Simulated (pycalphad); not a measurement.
An equivalent pycalphad script:

```python
from pycalphad import Database, equilibrium, calculate, variables as v
import numpy as np
db = Database('COST507.tdb')
comps = ['SI', 'V', 'VA']
phases = ['BCC_A2', 'DIAMOND_A4', 'LIQUID', 'SI2V', 'SI3V5', 'SI5V6', 'SIV3']
eq = equilibrium(db, comps, phases, {v.X('V'): 0.1396, v.T: np.arange(2600, 499, -50), v.P: 101325, v.N: 1}, output=['HM', 'SM'])
```

Source of the numbers: pycalphad with the COST 507 light-alloy database (1999); pressure 1 atm. The database dates from 1999; later assessments differ in places, in temperatures and in the compounds included. Phase fractions are per mole of atoms. Kinetics are ignored, which matters at the lower temperatures.

Results at three of the temperatures:

```
T = 900.00 K, P = 101325 Pa, N = 1 mol of atoms
G = -43209 J/mol, H = -2186 J/mol, S = 45.58 J/(mol K)  (SER reference)
chemical potentials (J/mol): Si -25785, V -150599
phase             fraction      x(Si)       x(V)
DIAMOND_A4          0.5812     1.0000       none
SI2V                0.4188     0.6667     0.3333
```

```
T = 750.00 K, P = 101325 Pa, N = 1 mol of atoms
G = -36716 J/mol, H = -6066 J/mol, S = 40.87 J/(mol K)  (SER reference)
chemical potentials (J/mol): Si -19438, V -143209
phase             fraction      x(Si)       x(V)
DIAMOND_A4          0.5812     1.0000       none
SI2V                0.4188     0.6667     0.3333
```

```
T = 500.00 K, P = 101325 Pa, N = 1 mol of atoms
G = -27676 J/mol, H = -12227 J/mol, S = 30.90 J/(mol K)  (SER reference)
chemical potentials (J/mol): Si -10615, V -132831
phase             fraction      x(Si)       x(V)
DIAMOND_A4          0.5812     1.0000       none
SI2V                0.4188     0.6667     0.3333
```

Changes of the phase set, refined by bisection:

```
T (K)    phases above         phases below
------  -------------  -------------------
1837.5         liquid        liquid + SI2V
1675.0  liquid + SI2V  diamond (Si) + SI2V
```

Database names, with the compositions (at.%) that they take in these runs: SI2V: Si 67 V 33. DIAMOND_A4 is diamond (Si). An entry "none" or "no" means that the model of the phase leaves that element out.
